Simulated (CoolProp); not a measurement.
Vapour-liquid equilibrium of n-heptane (1) + n-dodecane (2) at 224.15 °C; x and y are mole fractions of (1).

Values from CoolProp's multi-fluid Helmholtz-energy mixture model, Span 2003 and Lemmon 2004; pair parameters Bell 2016.

| x | bubble pressure, mixture model (MPa) | bubble pressure, Raoult's law (MPa) | y, mixture model | y, Raoult's law |
|---|---|---|---|---|
| 0.05 | 0.1690 | 0.1885 | 0.294 | 0.386 |
| 0.125 | 0.2449 | 0.2886 | 0.531 | 0.631 |
| 0.2 | 0.3259 | 0.3887 | 0.664 | 0.749 |
| 0.275 | 0.4114 | 0.4888 | 0.747 | 0.819 |
| 0.35 | 0.5009 | 0.5889 | 0.805 | 0.866 |
| 0.425 | 0.5937 | 0.6890 | 0.847 | 0.898 |
| 0.5 | 0.6898 | 0.7891 | 0.878 | 0.923 |
| 0.575 | 0.7891 | 0.8892 | 0.904 | 0.942 |
| 0.65 | 0.8919 | 0.9893 | 0.925 | 0.957 |
| 0.725 | 0.9989 | 1.089 | 0.943 | 0.969 |
| 0.8 | 1.111 | 1.190 | 0.959 | 0.980 |
| 0.875 | 1.231 | 1.290 | 0.974 | 0.988 |
| 0.95 | 1.361 | 1.390 | 0.989 | 0.996 |

The largest gap from Raoult's law is -16.2 % in bubble pressure, at x = 0.2. No azeotrope shows between x = 0.05 and 0.95.

The pair parameters rest on a limited set of measurements; away from them the model extrapolates.
